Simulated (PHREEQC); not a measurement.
1.5 g of hydrous ferric oxide (600 m²/g; 0.2 weak and 0.005 strong sites per Fe, Dzombak-Morel constants, diffuse double layer) in 1 kg of water with 0.001 mol/kgw of an inert sodium salt and 0.21 mmol/kgw ZnCl2 and 0.079 mmol/kgw ZnSO4, at 25 °C; the pH is set by adding NaOH or the inert anion's acid. Oxygen is held at 0.21 atm. No CO2 enters from the air. No solid was allowed to form.

The series has 13 steps of pH, from 4 to 10.

Computed with PHREEQC (ion-association model, wateq4f.dat).

Near which pH is half of the Zn sorbed, and on which side is more sorbed?

Near pH 6.1, with more sorbed at higher pH.

Near which pH is half of the S sorbed, and on which side is more sorbed?

Near pH 7.3, with more sorbed at lower pH.

Species that the database lacks are ignored.
